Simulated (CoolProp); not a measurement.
CF4 (R14) at 467.66 K and 0.228 MPa is throttled through a valve to 0.128 MPa with no heat exchange. Each further row changes one setting.

Computed with CoolProp (reference Helmholtz-energy equation of state, Platzer 1990). This equation is an older, rougher fit.

```tsv
case	temperature change (K)	final density (kg/m³)
as stated	-0.2	2.90
outlet pressure 0.0384 MPa	-0.4	0.870
outlet pressure 0.166 MPa	-0.1	3.76
```
